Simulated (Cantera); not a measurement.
Charge: 1 mol B2O3, 87 mol H2, equilibrated at 0.0100 bar.

These are equilibrium values from Cantera (NASA tables, ideal gas, pure condensed phases), not measurements of a reactor. Candidate condensed phases: B, B2O3, B3O3H3, H2O; 23 gas species. Rates play no part.

Problem. Which condensed phases are stable at each of these points (T (°C)): 875, 925, 975, 1025, 1075, 1125, 1175, 1225, 1275, 1325, 1375, 1425?

Solution. 
```tsv
T (°C)	condensed phases	B condensed (%)
875	B2O3(l)	99.8
925	B2O3(l)	99.4
975	B2O3(l)	98.6
1025	B2O3(l)	96.8
1075	B2O3(l)	92.8
1125	B2O3(l)	84.4
1175	B2O3(l)	66.9
1225	B2O3(l)	31.2
1275	gas only	0.0
1325	gas only	0.0
1375	gas only	0.0
1425	gas only	0.0
```

From 875 °C to 1225 °C the condensed part is B2O3(l). From 1275 °C to 1425 °C nothing is condensed.
